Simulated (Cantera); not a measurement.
A Cantera script and its output.

```python
import numpy as np
import cantera as ct

gas = ct.Solution("gri30.yaml")
gas.TPX = 1075, 100000, {'N2O': 1, 'O2': 2.6}
reactor = ct.IdealGasConstPressureReactor(gas, energy="off", clone=False)
net = ct.ReactorNet([reactor])
net.rtol, net.atol = 1e-08, 1e-18
show = ['N2O', 'O2', 'N2', 'NO2', 'NO']
times = np.geomspace(9e-06, 7, 11)

steps = ct.SolutionArray(gas, extra=["t"])
rows = []
print(f"{'t/s':>10s}{'T/K':>9s}{'P/Pa':>11s}" + "".join(f"{s:>11s}" for s in show))
for t in times:
    while net.time < t:
        t_next = net.step()
        steps.append(gas.state, t=t_next)
    rows.append([np.interp(t, steps.t, y) for y in (steps.T, steps.P, *steps(*show).X.T)])
    print(f"{t:10.3e}{rows[-1][0]:9.1f}{rows[-1][1]:11.4g}" + "".join(f"{x:11.3e}" for x in rows[-1][2:]))
rate = np.gradient(steps.T, steps.t)
print("integrator steps:", len(steps.t))
if steps.T.max() > steps.T[0] + 200:
    print(f"time of steepest temperature rise: {steps.t[rate.argmax()]:.4e} s")
gas.TPX = 1075, 100000, {'N2O': 1, 'O2': 2.6}
gas.equilibrate("TP")
print(f"equilibrium (TP): T = {gas.T:.1f} K  " + "  ".join(f"{s} {gas[s].X[0]:.3e}" for s in show))
```

Output:

```
       t/s      T/K       P/Pa        N2O         O2         N2        NO2         NO
 9.000e-06   1075.0      1e+05  2.778e-01  7.222e-01  5.684e-08  6.378e-17  7.477e-10
 3.494e-05   1075.0      1e+05  2.778e-01  7.222e-01  2.678e-07  8.391e-15  8.960e-09
 1.356e-04   1075.0      1e+05  2.778e-01  7.222e-01  1.313e-06  4.998e-13  6.993e-08
 5.266e-04   1075.0      1e+05  2.778e-01  7.222e-01  5.609e-06  1.156e-11  3.369e-07
 2.044e-03   1075.0      1e+05  2.778e-01  7.222e-01  2.230e-05  1.923e-10  1.375e-06
 7.937e-03   1075.0      1e+05  2.777e-01  7.222e-01  8.707e-05  2.918e-09  5.401e-06
 3.081e-02   1075.0      1e+05  2.774e-01  7.223e-01  3.383e-04  4.109e-08  2.099e-05
 1.196e-01   1075.0      1e+05  2.762e-01  7.224e-01  1.310e-03  4.803e-07  8.096e-05
 4.644e-01   1075.0      1e+05  2.719e-01  7.228e-01  5.030e-03  3.535e-06  3.084e-04
 1.803e+00   1075.0      1e+05  2.558e-01  7.243e-01  1.869e-02  1.577e-05  1.131e-03
 7.000e+00   1075.0      1e+05  2.050e-01  7.293e-01  6.211e-02  5.292e-05  3.612e-03
integrator steps: 519
equilibrium (TP): T = 1075.0 K  N2O 3.050e-09  O2 7.561e-01  N2 2.439e-01  NO2 4.477e-06  NO 7.151e-05
```

Computed with Cantera and GRI-Mech 3.0 (53 species, 325 reactions). GRI-Mech 3.0 was tuned for natural gas; its chemistry of N2O as a main component is partial and can be far from experiment. The mechanism lacks the step 2 NO + O2 → 2 NO2, which can matter for NO2 below about 1400 K. The temperature is held fixed by assumption; the heat of reaction is taken as removed at once.
